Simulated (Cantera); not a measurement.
Input: 1 mol SiC, 0.074 mol N2O, 340 mol N2, at 1050 °C and 0.00970 bar.

Equilibrium computed with Cantera from the NASA thermochemical tables; the gas is ideal and each condensed phase is pure. Candidate condensed phases: C, Si, SiC, SiO2, Si2N2O, Si3N4; 34 gas species. Mutual solubility and eutectic melting of coexisting phases are not modelled. Equilibrium is a limit: real reactors are often held back by kinetics, nucleation or transport.

Base state: N2 1.000, CO 5.85e-5 (mole fractions); condensed: C(graphite) + Si2N2O(s) + Si3N4(s).

Question: What changes in the equilibrium state with this change: pressure from 0.00970 bar to 0.00170 bar?

Answer: 
```json
[
 {"species": "N2", "before": "1.000", "after": "1.000"},
 {"species": "CO", "before": "5.85e-5", "after": "0.000145"},
 {"species": "C(graphite), mol", "before": "0.980", "after": "0"},
 {"species": "Si2N2O(s), mol", "before": "0.0541", "after": "0.0246"},
 {"species": "Si3N4(s), mol", "before": "0.297", "after": "0"},
 {"species": "SiC(s), mol", "before": "0", "after": "0.951"}
]
```
